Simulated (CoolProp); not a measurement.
Saturation properties of CHF3 (R23) (Tc = 299.3 K, pc = 4832 kPa, ω = 0.263).

The numbers come from the reference Helmholtz-energy equation of state, Penoncello 2003 in CoolProp.

```tsv
T (K)	p (kPa)	liquid density (kg/m³)	vapour density (kg/m³)	enthalpy of vaporisation (kJ/kg)	liquid conductivity (mW/(m K))
144.2	2.319	1614	0.1360	274.3	196
160.1	11.15	1559	0.5929	263.0	169
175.9	38.42	1502	1.883	251.3	150
191.8	105.3	1443	4.834	238.8	134
207.7	242.1	1381	10.60	225.1	122
223.5	485.8	1314	20.72	209.6	111
239.4	885.1	1239	37.62	191.5	100
255.2	1487	1155	64.89	169.8	90.5
```

It boils at 191.1 K under 1 atm.

Thermal conductivity comes from a separate model (Shan 2000).
